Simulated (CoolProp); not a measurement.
Vapour-liquid equilibrium of R125 (1) + propylene (2) at 1.49 MPa; x and y are mole fractions of (1).

Model: multi-fluid Helmholtz-energy mixture model, Lemmon 2005 and Lemmon 2013; pair parameters Bell 2016, in CoolProp.

```csv
x,"bubble temperature, mixture model (K)","bubble temperature, Raoult's law (K)","y, mixture model","y, Raoult's law"
0.05,305.7,308.3,0.096,0.060
0.2,300.0,307.0,0.294,0.232
0.35,297.2,305.8,0.423,0.394
0.5,296.0,304.6,0.529,0.546
0.65,295.9,303.5,0.634,0.691
0.8,296.9,302.5,0.758,0.828
0.95,299.7,301.5,0.928,0.958
```

The largest gap from Raoult's law is -8.6 K in bubble temperature, at x = 0.5. y crosses x between x = 0.5 and 0.65: the model has an azeotrope there.

The pair parameters rest on a limited set of measurements; away from them the model extrapolates.
